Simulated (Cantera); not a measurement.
An adiabatic, constant-volume homogeneous reactor starts with CH4 : CO : O2 : N2 : H2O : CO2 = 1 : 0.95 : 1.65 : 6.2 : 0.53 : 0.54 (molar parts), at 1375 K and 0.326 atm.

Model: GRI-Mech 3.0 (53 species, 325 reactions), integrated in Cantera.

Problem. Predict: time of steepest temperature rise; temperature at 2.00 s; equilibrium temperature; x(CO) at 2.00 s; x(O2) at 2.00 s; x(H2O2) at 2.00 s; x(HO2) at 2.00 s; x(N2O) at 2.00 s.

Solution. 
- time of steepest temperature rise: 16.1 ms
- temperature at 2.00 s: 2671 K
- equilibrium temperature: 2671 K
- x(CO) at 2.00 s: 0.127 (gas-phase equilibrium 0.127)
- x(O2) at 2.00 s: 0.00558 (gas-phase equilibrium 0.00558)
- x(H2O2) at 2.00 s: 1.05e-7 (gas-phase equilibrium 1.05e-7)
- x(HO2) at 2.00 s: 1.69e-6 (gas-phase equilibrium 1.69e-6)
- x(N2O) at 2.00 s: 1.56e-7 (gas-phase equilibrium 1.56e-7)
